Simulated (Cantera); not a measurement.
Cantera run, input and output.

```python
import numpy as np
import cantera as ct

gas = ct.Solution("h2o2.yaml")
gas.TPX = 1173, 13332, {'H2': 0.69, 'O2': 1, 'N2': 7.8}
reactor = ct.IdealGasConstPressureReactor(gas, energy="off", clone=False)
net = ct.ReactorNet([reactor])
net.rtol, net.atol = 1e-08, 1e-18
show = ['H2', 'O2', 'H2O2', 'OH', 'HO2', 'H2O']
times = np.geomspace(8e-05, 20, 14)

steps = ct.SolutionArray(gas, extra=["t"])
rows = []
print(f"{'t/s':>10s}{'T/K':>9s}{'P/Pa':>11s}" + "".join(f"{s:>11s}" for s in show))
for t in times:
    while net.time < t:
        t_next = net.step()
        steps.append(gas.state, t=t_next)
    rows.append([np.interp(t, steps.t, y) for y in (steps.T, steps.P, *steps(*show).X.T)])
    print(f"{t:10.3e}{rows[-1][0]:9.1f}{rows[-1][1]:11.4g}" + "".join(f"{x:11.3e}" for x in rows[-1][2:]))
rate = np.gradient(steps.T, steps.t)
print("integrator steps:", len(steps.t))
if steps.T.max() > steps.T[0] + 200:
    print(f"time of steepest temperature rise: {steps.t[rate.argmax()]:.4e} s")
gas.TPX = 1173, 13332, {'H2': 0.69, 'O2': 1, 'N2': 7.8}
gas.equilibrate("TP")
print(f"equilibrium (TP): T = {gas.T:.1f} K  " + "  ".join(f"{s} {gas[s].X[0]:.3e}" for s in show))
```

Result:

```
       t/s      T/K       P/Pa         H2         O2       H2O2         OH        HO2        H2O
 8.000e-05   1173.0  1.333e+04  7.271e-02  1.054e-01  6.264e-12  1.084e-09  3.498e-09  6.055e-09
 2.081e-04   1173.0  1.333e+04  7.271e-02  1.054e-01  5.118e-11  3.181e-08  1.507e-08  2.608e-07
 5.414e-04   1173.0  1.333e+04  7.106e-02  1.046e-01  2.948e-08  1.358e-04  5.704e-06  1.155e-03
 1.409e-03   1173.0  1.333e+04  4.446e-03  7.207e-02  4.825e-07  2.037e-03  6.418e-06  6.047e-02
 3.664e-03   1173.0  1.333e+04  1.275e-03  7.130e-02  6.184e-07  1.030e-03  5.891e-06  7.240e-02
 9.533e-03   1173.0  1.333e+04  1.604e-04  7.150e-02  3.734e-07  3.340e-04  3.098e-06  7.506e-02
 2.480e-02   1173.0  1.333e+04  1.861e-05  7.159e-02  1.209e-07  1.148e-04  7.551e-07  7.537e-02
 6.452e-02   1173.0  1.333e+04  3.031e-06  7.161e-02  3.614e-08  4.904e-05  1.657e-07  7.542e-02
 1.678e-01   1173.0  1.333e+04  6.960e-07  7.162e-02  1.166e-08  2.457e-05  4.413e-08  7.544e-02
 4.366e-01   1173.0  1.333e+04  2.005e-07  7.162e-02  4.059e-09  1.354e-05  1.393e-08  7.544e-02
 1.136e+00   1173.0  1.333e+04  6.605e-08  7.162e-02  1.489e-09  7.883e-06  5.210e-09  7.545e-02
 2.955e+00   1173.0  1.333e+04  2.390e-08  7.162e-02  5.733e-10  4.775e-06  2.656e-09  7.545e-02
 7.688e+00   1173.0  1.333e+04  9.964e-09  7.162e-02  2.468e-10  3.078e-06  2.166e-09  7.545e-02
 2.000e+01   1173.0  1.333e+04  6.027e-09  7.162e-02  1.498e-10  2.368e-06  2.272e-09  7.545e-02
integrator steps: 1993
equilibrium (TP): T = 1173.0 K  H2 5.561e-09  O2 7.162e-02  H2O2 1.379e-10  OH 2.266e-06  HO2 2.310e-09  H2O 7.545e-02
```

Detailed kinetics in Cantera: the H2/O2 subset of GRI-Mech 3.0, which has no nitrogen chemistry. The temperature is held fixed by assumption; the heat of reaction is taken as removed at once.
